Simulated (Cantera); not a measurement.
## Pyrogenic steam for wet oxidation

An isothermal, constant-pressure homogeneous reactor starts with H₂ : O₂ : N₂ = 1.7 : 1 : 1.1 (molar parts), at 1150 K and 0.450 bar.

Computed with Cantera and the H2/O2 subset of GRI-Mech 3.0, which has no nitrogen chemistry. The temperature is held fixed by assumption; the heat of reaction is taken as removed at once.

```
t (s)         x H₂    x O₂       x H      x OH   x H₂O₂     x HO₂
--------  --------  ------  --------  --------  -------  --------
0.000100    0.0748  0.0925    0.0623   0.00726  1.47e-5  0.000108
0.000282   0.00731  0.0540  0.000801   0.00102  1.12e-5   6.26e-5
0.000795   0.00173  0.0516   4.27e-5  0.000254  4.26e-6   3.37e-5
0.00224   0.000498  0.0510   4.03e-6   8.51e-5  1.17e-6   1.42e-5
0.00631   0.000134  0.0509   4.47e-7   3.47e-5  2.23e-7   4.51e-6
0.0178     2.42e-5  0.0509   4.37e-8   1.84e-5  4.98e-8   8.75e-7
0.0502     1.41e-6  0.0508   1.98e-9   1.23e-5  1.97e-8   6.39e-8
0.141      7.48e-8  0.0508  1.56e-10   8.17e-6  8.93e-9   1.01e-8
0.399      3.03e-8  0.0508  4.39e-11   5.23e-6  3.75e-9   5.79e-9
1.12       1.81e-8  0.0508  1.84e-11   3.56e-6  1.78e-9   5.00e-9
3.17       1.65e-8  0.0508  1.45e-11   3.06e-6  1.33e-9   5.09e-9
8.93       1.65e-8  0.0508  1.44e-11   3.04e-6  1.31e-9   5.09e-9
25.2       1.65e-8  0.0508  1.44e-11   3.04e-6  1.31e-9   5.09e-9
71.0       1.65e-8  0.0508  1.44e-11   3.04e-6  1.31e-9   5.09e-9
200        1.65e-8  0.0508  1.44e-11   3.04e-6  1.31e-9   5.09e-9
```
x: mole fraction; the columns are a selection and need not sum to one.

Equilibrium at this temperature and pressure: H₂ 1.65e-8, O₂ 0.0508, H 1.44e-11, OH 3.04e-6, H₂O₂ 1.31e-9, HO₂ 5.09e-9 (gas phase only).
